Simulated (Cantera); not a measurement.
# Fe + H₂S + CO + O₂ (metals in furnace atmospheres)

A closed system holds: 1 mol Fe, 3.3 mol H₂S, 0.69 mol CO, 0.0012 mol O₂, equilibrated at 1.33 mbar.

Method: chemical equilibrium by Gibbs-energy minimisation in Cantera with the NASA 1993 tables (ideal gas, pure condensed phases). Candidate condensed phases: C, C₆H₆, C₇H₈, C₈H₁₈, Fe, Fe(CO)₅, FeO, Fe(OH)₂, Fe(OH)₃, FeS, FeSO₄, FeS₂, Fe₂O₃, Fe₂(SO₄)₃, Fe₃O₄, H₂O, H₂SO₄, S; 127 gas species. FeS: taken at fixed stoichiometry. Gases not in the tables: S₃ to S₇. Equilibrium is a limit: real reactors are often held back by kinetics, nucleation or transport.

From 900 K to 1400 K the condensed part is FeS(s). From 1500 K to 1700 K the condensed part is FeS(l).

| T (K) | log p H₂ | log p H₂S | log p S₂ | log p CO | log p SH | log p COS | log p CS₂ | log p S | n FeS(s) | n FeS(l) |
|---|---|---|---|---|---|---|---|---|---|---|
| 900 | -3.41 | -3.15 | -4.79 | -3.69 | -7.62 | -4.93 | -5.13 | -11.81 | 1.00 | 0 |
| 1000 | -3.32 | -3.25 | -4.13 | -3.69 | -6.81 | -5.13 | -5.25 | -10.23 | 1.00 | 0 |
| 1100 | -3.22 | -3.43 | -3.83 | -3.71 | -6.26 | -5.42 | -5.46 | -9.05 | 1.00 | 0 |
| 1200 | -3.15 | -3.65 | -3.68 | -3.72 | -5.86 | -5.71 | -5.69 | -8.12 | 1.00 | 0 |
| 1300 | -3.12 | -3.88 | -3.61 | -3.73 | -5.55 | -5.98 | -5.93 | -7.36 | 1.00 | 0 |
| 1400 | -3.10 | -4.10 | -3.58 | -3.74 | -5.31 | -6.23 | -6.17 | -6.72 | 1.000 | 0 |
| 1500 | -3.09 | -4.31 | -3.56 | -3.74 | -5.12 | -6.44 | -6.41 | -6.17 | 0 | 1.000 |
| 1600 | -3.08 | -4.50 | -3.55 | -3.74 | -4.95 | -6.63 | -6.65 | -5.70 | 0 | 0.998 |
| 1700 | -3.08 | -4.67 | -3.55 | -3.75 | -4.81 | -6.80 | -6.87 | -5.28 | 0 | 0.981 |
log p: log10 of the partial pressure in bar; n: condensed amount in mol.
